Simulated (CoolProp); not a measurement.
The numbers come from the reference Helmholtz-energy equation of state, Bücker 2006 in CoolProp.

For n-butane, give the phase and the Z, Joule-Thomson coefficient (K/MPa), expansivity (1/kK), conductivity (mW/(m K)) at 40.75 °C and 11 MPa; 60.65 °C and 11 MPa.


- 40.75 °C and 11 MPa: liquid; Z 0.427, Joule-Thomson coefficient -0.309, expansivity 1.81, conductivity 107
- 60.65 °C and 11 MPa: liquid; Z 0.417, Joule-Thomson coefficient -0.243, expansivity 1.97, conductivity 99.9

Thermal conductivity comes from a separate model (Perkins 2002).
